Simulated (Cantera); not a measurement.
A diamond (100) surface in a fixed gas of H2 with x(CH4) = 0.0062, x(CH3) = 0.00085, at 1148 K, 0.0110 bar; coverages are run to steady state.

Cantera simulation using the Harris–Goodwin 1993 mechanism for the reconstructed diamond (100) surface; the numbers are that mechanism's predictions, not measurements.

θ: site fractions in the mechanism's names (c6HH fully hydrogenated, c6H* and c6*H radical sites, c6** diradical, c6HM methylated).

| x(H) | growth (µm/h) | θ c6HH | θ c6H* | θ c6*H | θ c6** | θ c6HM |
|---|---|---|---|---|---|---|
| 0.0001 | 0.0808 | 0.595 | 0.0250 | 0.355 | 0.00351 | 0.00607 |
| 0.00025 | [?] | 0.528 | 0.0290 | 0.413 | [?] | [?] |
| 0.00061 | 0.432 | 0.494 | 0.0309 | 0.440 | 0.0132 | 0.00903 |
| 0.0015 | 0.817 | 0.478 | 0.0318 | 0.452 | 0.0181 | 0.00975 |
| 0.0037 | 1.53 | 0.472 | 0.0322 | 0.458 | 0.0212 | 0.00952 |
| 0.0091 | 2.78 | 0.470 | 0.0324 | 0.461 | 0.0228 | 0.00814 |
| 0.022 | 4.52 | 0.470 | 0.0326 | 0.464 | 0.0235 | 0.00587 |
| 0.055 | 6.33 | 0.472 | 0.0329 | 0.466 | 0.0240 | 0.00340 |
| 0.14 | [?] | 0.473 | 0.0332 | 0.467 | 0.0242 | [?] |

Problem. Some entries are withheld; supply them.

Solution. 
- 0.00025, growth (µm/h): 0.208
- 0.00025, θ c6**: 0.00777
- 0.00025, θ c6HM: 0.00771
- 0.14, growth (µm/h): 7.63
- 0.14, θ c6HM: 0.00163
